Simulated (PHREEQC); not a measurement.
Solution (25 °C and 500 atm): 0.0043 mol HF, 0.007 mol Na2CO3 and 0.057 mol NaCl per kg of water. Closed to the air; pH follows from the charge balance.

The numbers come from PHREEQC with the ion-association model, phreeqc.dat.

| quantity | before | after |
|---|---|---|
| pH | 9.45 | 8.66 |
| ionic strength (mol/kgw) | 0.0716 | 0.0692 |
| HCO3- (mol/kgw) | 0.00418 | 0.00433 |
| CO3-2 (mol/kgw) | 0.00174 | 0.000485 |
| NaCO3- (mol/kgw) | 0.000909 | 0.00204 |
| NaHCO3 (mol/kgw) | 0.000172 | 0.000131 |
| SI of Halite (NaCl) | -4.24 | -4.28 |

Problem. Which change was made?
A) diluted 100-fold with water
B) temperature from 25 to 20 °C
C) temperature from 25 to 75 °C
D) NaCl from 0.057 to 0.57 mol/kgw
E) Na2CO3 replaced by (NH4)2CO3 at the same molality

Solution. C, temperature from 25 to 75 °C

Precipitation was switched off in this run. Under pressure, the constants of complexes without a molar volume in the database are unreliable. Away from 25 °C the constants follow the database's enthalpies or fits; those with neither stay at their 25 °C values.
